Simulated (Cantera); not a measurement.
# Equilibrium for oxide etching and cleaning by halides: MgO + Cl₂ + H₂O

Charge: 1 mol MgO, 0.5 mol Cl₂, 0.45 mol H₂O, held at 0.0270 bar.

Method: chemical equilibrium by Gibbs-energy minimisation in Cantera with the NASA 1993 tables (ideal gas, pure condensed phases). Candidate condensed phases: H₂O, Mg, MgCl₂, MgO, Mg(OH)₂; 22 gas species. Condensed phases not in the tables: MgOHCl. Equilibrium is a limit: real reactors are often held back by kinetics, nucleation or transport.

From 948 K to 1948 K the condensed part is MgO(s). The main Mg-bearing gas is MgCl₂ throughout.

| T (K) | x HCl | x O₂ | x Cl₂ | x H₂O | x Cl | x MgCl₂ | x OH | x O | n MgO(s) |
|---|---|---|---|---|---|---|---|---|---|
| 948 | 0.618 | 0.155 | 0.135 | 0.0912 | 0.000383 | 3.00e-5 | 8.59e-8 | 7.11e-11 | 1.000 |
| 1048 | 0.659 | 0.165 | 0.108 | 0.0655 | 0.00154 | 0.000275 | 5.29e-7 | 1.56e-9 | 1.000 |
| 1148 | 0.684 | 0.172 | 0.0882 | 0.0489 | 0.00485 | 0.00167 | 2.35e-6 | 2.00e-8 | 0.998 |
| 1248 | 0.695 | 0.177 | 0.0693 | 0.0395 | 0.0123 | 0.00705 | 8.33e-6 | 1.71e-7 | 0.992 |
| 1348 | 0.688 | 0.182 | 0.0474 | 0.0375 | 0.0248 | 0.0200 | 2.62e-5 | 1.06e-6 | 0.976 |
| 1448 | 0.665 | 0.185 | 0.0267 | 0.0435 | 0.0404 | 0.0384 | 7.72e-5 | 5.11e-6 | 0.954 |
| 1548 | 0.631 | 0.186 | 0.0135 | 0.0564 | 0.0564 | 0.0562 | 0.000211 | 2.00e-5 | 0.932 |
| 1648 | 0.591 | 0.184 | 0.00675 | 0.0737 | 0.0724 | 0.0720 | 0.000518 | 6.60e-5 | 0.912 |
| 1748 | 0.547 | 0.180 | 0.00353 | 0.0931 | 0.0888 | 0.0865 | 0.00114 | 0.000189 | 0.894 |
| 1848 | 0.502 | 0.175 | 0.00194 | 0.113 | 0.105 | 0.0998 | 0.00229 | 0.000482 | 0.877 |
| 1948 | 0.459 | 0.169 | 0.00112 | 0.131 | 0.122 | 0.112 | 0.00422 | 0.00111 | 0.861 |
x: gas mole fraction; n: condensed amount in mol.
